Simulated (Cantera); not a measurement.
Charge: 1 mol Si, 1.2 mol CO2, 940 mol H2, held at 1925 K and 13300 Pa.

Cantera equilibrium calculation (NASA polynomials, part measured and part estimated; ideal gas, pure solids and liquids). Candidate condensed phases: C, C6H6, C7H8, C8H18, H2O, Si, SiC, SiO2; 123 gas species. Equilibrium is a limit: real reactors are often held back by kinetics, nucleation or transport.

Base state: H2 0.995, H 0.00261, CO 0.00127, SiO 0.00106, H2O 0.000212 (mole fractions); condensed: gas only.

Task: What changes in the equilibrium state with this change: temperature from 1925 K to 1050 K?

Result: 
```json
[
 {"species": "H2", "before": "0.995", "after": "0.999"},
 {"species": "CH4", "before": "8.77e-9", "after": "0.000922"},
 {"species": "CO", "before": "0.00127", "after": "0.000355"},
 {"species": "H", "before": "0.00261", "after": "2.22e-8"},
 {"species": "SiO", "before": "0.00106", "after": "<1e-9"},
 {"species": "H2O", "before": "0.000212", "after": "7.08e-5"},
 {"species": "SiO2(β-quartz), mol", "before": "0", "after": "1.00"}
]
```

Task: What changes in the equilibrium state with this change: temperature from 1925 K to 1723.15 K?

Result: 
| species | before | after |
|---|---|---|
| H2 | 0.995 | 0.997 |
| CO | 0.00127 | 0.00127 |
| SiO | 0.00106 | 0.00106 |
| H | 0.00261 | 0.000499 |
| H2O | 0.000212 | 0.000212 |
